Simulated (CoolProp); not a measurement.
Vapour-liquid equilibrium of carbon dioxide (1) + the fluoroketone C6F12O (FK-5-1-12) (2) at 282.2 K; x and y are mole fractions of (1).

Values from CoolProp's multi-fluid Helmholtz-energy mixture model, Span 1996 and McLinden 2015; pair parameters Bell 2016.

| x | bubble pressure, mixture model (MPa) | bubble pressure, Raoult's law (MPa) | y, mixture model | y, Raoult's law |
|---|---|---|---|---|
| 0.05 | 0.1242 | 0.2385 | 0.844 | 0.922 |
| 0.125 | 0.3687 | 0.5668 | 0.948 | 0.970 |
| 0.2 | 0.6975 | 0.8952 | 0.972 | 0.982 |
| 0.275 | 1.069 | 1.223 | 0.981 | 0.988 |
| 0.35 | 1.439 | 1.552 | 0.985 | 0.992 |
| 0.425 | 1.775 | 1.880 | 0.988 | 0.994 |
| 0.5 | 2.066 | 2.208 | 0.989 | 0.996 |
| 0.575 | 2.321 | 2.537 | 0.990 | 0.997 |
| 0.65 | 2.563 | 2.865 | 0.991 | 0.998 |
| 0.725 | 2.820 | 3.193 | 0.992 | 0.998 |
| 0.8 | 3.126 | 3.522 | 0.994 | 0.999 |
| 0.875 | 3.516 | 3.850 | 0.995 | 0.999 |
| 0.95 | 4.013 | 4.178 | 0.998 | 1.000 |

The largest gap from Raoult's law is -47.9 % in bubble pressure, at x = 0.05. No azeotrope shows between x = 0.05 and 0.95.

Pair parameters are fitted to limited data, so mixtures are less certain than the pure fluids.
